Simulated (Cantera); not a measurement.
Charge: 1 mol SiO2, 3 mol H2, 0.39 mol H2O, at 2148.15 K and 473 Torr.

These are equilibrium values from Cantera (NASA tables, ideal gas, pure condensed phases), not measurements of a reactor. The tables hold silica as quartz up to 1696 K and as liquid above; real silica turns to tridymite and cristobalite and melts near 1996 K. Gases not in the tables: Si(OH)4. Rates play no part.

```tsv
species	before	after
H2	0.867	0.885
H2O	0.121	0.115
SiO	0.00700	<1e-9
H	0.00489	<1e-9
OH	8.78e-5	<1e-9
SiO2(l), mol	0.976	0
SiO2(α-quartz), mol	0	1.00
```
Gas species are given as mole fractions.

### Question
Which change was made?
A. pressure from 473 Torr to 100 Torr
B. pressure from 473 Torr to 7.50 Torr
C. pressure from 473 Torr to 2.55 Torr
D. temperature from 2148.15 K to 650 K

### Answer
D, temperature from 2148.15 K to 650 K
